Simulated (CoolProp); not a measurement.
Properties of CH3F (R41) along the isotherm 336.4 K.

The numbers come from the reference Helmholtz-energy equation of state, Lemmon 2006 in CoolProp. It is a short technical equation, of lower accuracy than the large ones.

| p (bar) | phase | density (kg/m³) | cp (kJ/(kg K)) | cv (kJ/(kg K)) | Joule-Thomson coefficient (K/MPa) | isothermal compressibility (1/MPa) |
|---|---|---|---|---|---|---|
| 1.87 | gas | 2.299 | 1.187 | 0.9310 | 12.74 | 5.404 |
| 3.32 | gas | 4.115 | 1.203 | 0.9367 | 12.70 | 3.069 |
| 5.91 | gas | 7.436 | 1.231 | 0.9472 | 12.64 | 1.750 |
| 10.5 | gas | 13.58 | 1.287 | 0.9664 | 12.53 | 1.014 |
| 18.7 | gas | 25.50 | 1.405 | 1.003 | 12.31 | 0.6026 |
| 33.2 | gas | 50.48 | 1.699 | 1.077 | 11.84 | 0.3848 |
| 59.1 | supercritical | 119.4 | 3.008 | 1.254 | 10.40 | 0.3183 |
| 105 | supercritical | 442.1 | 4.603 | 1.309 | 2.581 | 0.07978 |
| 187 | supercritical | 567.2 | 2.660 | 1.225 | 0.6554 | 0.01445 |
| 332 | supercritical | 645.9 | 2.225 | 1.209 | 0.1022 | 0.005956 |
| 591 | supercritical | 718.1 | 2.015 | 1.214 | -0.1694 | 0.002942 |

The peak of cp marks the crossing from liquid-like to gas-like fluid above the critical point.
